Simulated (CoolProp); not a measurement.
Model: reference Helmholtz-energy equation of state, Platzer 1990, in CoolProp. This equation is an older, rougher fit.

For c-C4F8 (RC318), give the phase and the cp (kJ/(kg K)), Prandtl number at 419.9 K and 0.00999 MPa; 419.9 K and 0.118 MPa.


- 419.9 K and 0.00999 MPa: gas; cp 0.951, Prandtl number 0.752
- 419.9 K and 0.118 MPa: gas; cp 0.954, Prandtl number 0.753

Viscosity comes from a separate model (Huber 2003), an estimate that may be off by 10 % or more. Thermal conductivity comes from a separate model (Huber 2003), an estimate that may be off by 10 % or more.
